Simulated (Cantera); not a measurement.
Source: NASA polynomial tables (part measured, part estimated), evaluated in Cantera. Values are per mole of reaction as written; species without (g) are pure solids or liquids, kept so even where they would boil at 1 bar.

2 MgS + SO2(g) ⇌ 3 S + 2 MgO

| T (K) | ΔH° (kJ) | ΔS° (J/K) | ΔG° (kJ) | log10 K | condensed phases |
|---|---|---|---|---|---|
| 350 | … | … | … | … | MgS(s), S(s), MgO(s) |
| 450 | -202.9 | -169.7 | -126.5 | 14.69 | MgS(s), S(l), MgO(s) |
| 550 | … | … | … | … | MgS(s), S(l), MgO(s) |
| 650 | … | … | … | … | MgS(s), S(l), MgO(s) |
| 750 | … | … | … | … | MgS(s), S(l), MgO(s) |
| 850 | -183.2 | -136.9 | -66.8 | 4.10 | MgS(s), S(l), MgO(s) |

### Question
Fill in the missing entries.

### Answer

- 350, ΔH° (kJ): -213.5
- 350, ΔS° (J/K): -196.5
- 350, ΔG° (kJ): -144.7
- 350, log10 K: 21.59
- 550, ΔH° (kJ): -196.1
- 550, ΔS° (J/K): -156.1
- 550, ΔG° (kJ): -110.3
- 550, log10 K: 10.47
- 650, ΔH° (kJ): -190.8
- 650, ΔS° (J/K): -147.2
- 650, ΔG° (kJ): -95.1
- 650, log10 K: 7.65
- 750, ΔH° (kJ): -187.0
- 750, ΔS° (J/K): -141.7
- 750, ΔG° (kJ): -80.7
- 750, log10 K: 5.62
